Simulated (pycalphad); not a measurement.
All values are pycalphad results on the COST 507 light-alloy database (1999) (1 atm), not direct measurements. These are 1990s assessments: newer ones move some temperatures and phases. Kinetics are ignored, which matters at the lower temperatures.

Task: Which phases does Mg-98 at.% Si hold at 1087 K, with what compositions and amounts?

Result: MG2SI with 33.3 at.% Si and DIAMOND_A4 with 100 at.% Si. The lever rule gives (98 − 33.3)/(100.0 − 33.3) = 0.97 of DIAMOND_A4 and 0.03 of MG2SI.

Task: Which phases does Mg-39 at.% Si hold at 1238 K, with what compositions and amounts?

Result: MG2SI with 33.3 at.% Si and LIQUID with 52.3 at.% Si. The lever rule gives (39 − 33.3)/(52.3 − 33.3) = 0.30 of LIQUID and 0.70 of MG2SI.

Task: Which phases does Mg-73 at.% Si hold at 437 K, with what compositions and amounts?

Result: MG2SI with 33.3 at.% Si and DIAMOND_A4 with 100 at.% Si. The lever rule gives (73 − 33.3)/(100.0 − 33.3) = 0.59 of DIAMOND_A4 and 0.40 of MG2SI.

Task: Which phases does Mg-85 at.% Si hold at 1260 K, with what compositions and amounts?

Result: LIQUID with 56.1 at.% Si and DIAMOND_A4 with 100 at.% Si. The lever rule gives (85 − 56.1)/(100.0 − 56.1) = 0.66 of DIAMOND_A4 and 0.34 of LIQUID.

Database names, with the compositions (at.%) that they take in these runs: MG2SI: Mg 67 Si 33. DIAMOND_A4 is diamond (Si).
